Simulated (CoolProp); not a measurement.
Vapour-liquid equilibrium of R152A (1) + isobutane (2) at 0.933 MPa; x and y are mole fractions of (1).

The numbers come from the multi-fluid Helmholtz-energy mixture model, Outcalt 1996 and Bücker 2006; pair parameters Bell 2016 in CoolProp.

```csv
x,bubble temperature (K),y at the bubble point,dew temperature at overall composition x (K),liquid density (mol/L)
0.05,330.9,0.135,334.3,8.780
0.15,323.1,0.324,330.3,9.158
0.25,318.2,0.445,326.2,9.502
0.35,315.0,0.528,322.1,9.841
0.45,313.0,0.591,318.0,10.20
0.55,311.7,0.643,314.3,10.58
0.65,310.9,0.693,311.6,11.02
0.75,310.7,0.748,310.7,11.51
0.85,311.1,0.818,311.5,12.07
0.95,312.6,0.923,313.1,12.67
```

y crosses x between x = 0.65 and 0.75: the model has an azeotrope there.

The pair parameters rest on a limited set of measurements; away from them the model extrapolates.
